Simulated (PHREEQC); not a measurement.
1 kg of water holding 45 mmol/kgw KCl, 3.5 mmol/kgw K2SO4 and 8.3 mmol/kgw K2CO3 is evaporated at 25 °C; the solids stay in contact with the brine. CO2 from the air is kept out. Only these solids could form: Arcanite, Kalicinite, Misenite, Sylvite.

The series has 28 steps of water left (kg), from 1 to 0.00503.

All values are PHREEQC results (Pitzer model, pitzer.dat), not measurements.

Problem. Which solids form, in which order, and at which step of the series does each first stand?

Solution. Arcanite from water left = 0.0198 kg (pH 11.59); Sylvite from water left = 0.01101 kg (pH 11.83).
